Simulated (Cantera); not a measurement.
An adiabatic, constant-pressure homogeneous reactor starts with CO : H2 : O2 : N2 = 1 : 0.13 : 0.332 : 1.63 (molar parts), at 1773 K and 760 Torr.

Model: GRI-Mech 3.0 (53 species, 325 reactions), integrated in Cantera.

Question: Predict: time of steepest temperature rise; temperature at 2.00 s; equilibrium temperature; x(CO) at 2.00 s; x(H2) at 2.00 s; x(O2) at 2.00 s; x(H) at 2.00 s; x(OH) at 2.00 s.

Answer: 
```
Quantity                                                            Result
---------------------------------  ---------------------------------------
time of steepest temperature rise                                  15.3 µs
temperature at 2.00 s                                               2838 K
equilibrium temperature                                             2838 K
x(CO) at 2.00 s                        0.205 (gas-phase equilibrium 0.205)
x(H2) at 2.00 s                    0.00616 (gas-phase equilibrium 0.00616)
x(O2) at 2.00 s                      0.0153 (gas-phase equilibrium 0.0153)
x(H) at 2.00 s                     0.00732 (gas-phase equilibrium 0.00732)
x(OH) at 2.00 s                      0.0105 (gas-phase equilibrium 0.0105)
```
